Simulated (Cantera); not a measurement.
**Adiabatic ignition**

An adiabatic, constant-pressure homogeneous reactor starts with 7.75 % CH4, 19.4 % O2, 72.9 % N2, equivalence ratio 0.80, at 1575 K and 5.00 bar.

Detailed kinetics in Cantera: GRI-Mech 3.0 (53 species, 325 reactions).

| t (s) | T (K) | x CH4 | x O2 | x CO | x NO2 | x C2H4 |
|---|---|---|---|---|---|---|
| 3.00e-6 | 1575 | 0.0775 | 0.194 | 1.15e-9 | <1e-12 | 4.39e-10 |
| 8.02e-6 | 1575 | 0.0775 | 0.194 | 2.66e-8 | <1e-12 | 1.37e-8 |
| 2.14e-5 | 1575 | 0.0774 | 0.194 | 9.85e-7 | <1e-12 | 5.62e-7 |
| 5.73e-5 | 1578 | 0.0765 | 0.193 | 5.77e-5 | <1e-12 | 2.43e-5 |
| 0.000153 | 2009 | 0.0194 | 0.129 | 0.0365 | 6.46e-10 | 0.00231 |
| 0.000410 | 2798 | <1e-12 | 0.0417 | 0.0189 | 3.82e-6 | <1e-12 |
| 0.00110 | 2789 | <1e-12 | 0.0386 | 0.0189 | 8.14e-6 | <1e-12 |
| 0.00293 | 2786 | <1e-12 | 0.0377 | 0.0189 | 9.34e-6 | <1e-12 |
| 0.00783 | 2786 | <1e-12 | 0.0377 | 0.0189 | 9.36e-6 | <1e-12 |
| 0.0209 | 2786 | <1e-12 | 0.0377 | 0.0189 | 9.36e-6 | <1e-12 |
| 0.0560 | 2786 | <1e-12 | 0.0377 | 0.0189 | 9.36e-6 | <1e-12 |
| 0.150 | 2786 | <1e-12 | 0.0377 | 0.0189 | 9.36e-6 | <1e-12 |
| 0.400 | 2786 | <1e-12 | 0.0377 | 0.0189 | 9.36e-6 | <1e-12 |
x: mole fraction; the columns are a selection and need not sum to one.

The time of steepest temperature rise comes out as 0.154 ms. The temperature at 0.400 s is 2786 K and the equilibrium temperature is 2786 K. The x(CH4) at 0.400 s comes out as <1e-12 (gas-phase equilibrium <1e-12), the x(O2) at 0.400 s is 0.0377 (gas-phase equilibrium 0.0377) and the x(CO) at 0.400 s is 0.0189 (gas-phase equilibrium 0.0189).
